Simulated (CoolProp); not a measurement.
A Linde-Hampson liquefier for ethane: isothermal reversible compression at 320 K from 1 atm to 30 MPa, throttling to 1 atm, return gas leaving the recuperator 0 K below the feed. Each further row changes one setting.

Computed with CoolProp (reference Helmholtz-energy equation of state, Bücker 2006).

```csv
case,liquid yield per pass,compression work (kJ/kg of gas)
as stated,(withheld),390
high pressure 60 MPa,(withheld),457
warm-end temperature 350 K,0.393,457
warm-end gap 5 K,(withheld),390
```

Q: Fill in the missing entries.

A: 
- as stated, liquid yield per pass: 0.467
- high pressure 60 MPa, liquid yield per pass: 0.439
- warm-end gap 5 K, liquid yield per pass: 0.460
